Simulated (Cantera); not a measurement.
What does this Cantera script print?

```python
import numpy as np
import cantera as ct

gas = ct.Solution("gri30.yaml")
gas.TPX = 1175, 100000, {'N2O': 1, 'O2': 0.14}
reactor = ct.IdealGasConstPressureReactor(gas, energy="off", clone=False)
net = ct.ReactorNet([reactor])
net.rtol, net.atol = 1e-08, 1e-18
show = ['N2O', 'O2', 'N2', 'NO', 'O', 'NO2']
times = np.geomspace(8e-05, 40, 11)

steps = ct.SolutionArray(gas, extra=["t"])
rows = []
print(f"{'t/s':>10s}{'T/K':>9s}{'P/Pa':>11s}" + "".join(f"{s:>11s}" for s in show))
for t in times:
    while net.time < t:
        t_next = net.step()
        steps.append(gas.state, t=t_next)
    rows.append([np.interp(t, steps.t, y) for y in (steps.T, steps.P, *steps(*show).X.T)])
    print(f"{t:10.3e}{rows[-1][0]:9.1f}{rows[-1][1]:11.4g}" + "".join(f"{x:11.3e}" for x in rows[-1][2:]))
rate = np.gradient(steps.T, steps.t)
print("integrator steps:", len(steps.t))
if steps.T.max() > steps.T[0] + 200:
    print(f"time of steepest temperature rise: {steps.t[rate.argmax()]:.4e} s")
gas.TPX = 1175, 100000, {'N2O': 1, 'O2': 0.14}
gas.equilibrate("TP")
print(f"equilibrium (TP): T = {gas.T:.1f} K  " + "  ".join(f"{s} {gas[s].X[0]:.3e}" for s in show))
```

Result:

```
       t/s      T/K       P/Pa        N2O         O2         N2         NO          O        NO2
 8.000e-05   1175.0      1e+05  8.772e-01  1.228e-01  2.288e-05  2.166e-06  1.158e-06  4.768e-11
 2.972e-04   1175.0      1e+05  8.771e-01  1.228e-01  8.782e-05  8.643e-06  1.158e-06  7.569e-10
 1.104e-03   1175.0      1e+05  8.767e-01  1.229e-01  3.290e-04  3.268e-05  1.158e-06  1.068e-08
 4.100e-03   1175.0      1e+05  8.753e-01  1.233e-01  1.223e-03  1.217e-04  1.158e-06  1.413e-07
 1.523e-02   1175.0      1e+05  8.704e-01  1.247e-01  4.529e-03  4.497e-04  1.156e-06  1.628e-06
 5.657e-02   1175.0      1e+05  8.522e-01  1.296e-01  1.656e-02  1.635e-03  1.146e-06  1.303e-05
 2.101e-01   1175.0      1e+05  7.895e-01  1.467e-01  5.812e-02  5.671e-03  1.107e-06  6.085e-05
 7.805e-01   1175.0      1e+05  6.081e-01  1.962e-01  1.786e-01  1.687e-02  9.783e-07  1.952e-04
 2.899e+00   1175.0      1e+05  2.807e-01  2.872e-01  3.974e-01  3.418e-02  6.388e-07  4.069e-04
 1.077e+01   1175.0      1e+05  4.079e-02  3.570e-01  5.609e-01  4.084e-02  1.536e-07  5.233e-04
 4.000e+01   1175.0      1e+05  1.826e-04  3.694e-01  5.894e-01  4.007e-02  9.547e-09  9.789e-04
integrator steps: 1034
equilibrium (TP): T = 1175.0 K  N2O 1.215e-08  O2 3.901e-01  N2 6.097e-01  NO 1.940e-04  O 9.180e-09  NO2 5.035e-06
```

Model: GRI-Mech 3.0 (53 species, 325 reactions), integrated in Cantera. GRI-Mech 3.0 was tuned for natural gas; its chemistry of N2O as a main component is partial and can be far from experiment. The mechanism lacks the step 2 NO + O2 → 2 NO2, which can matter for NO2 below about 1400 K. The temperature is held fixed by assumption; the heat of reaction is taken as removed at once.
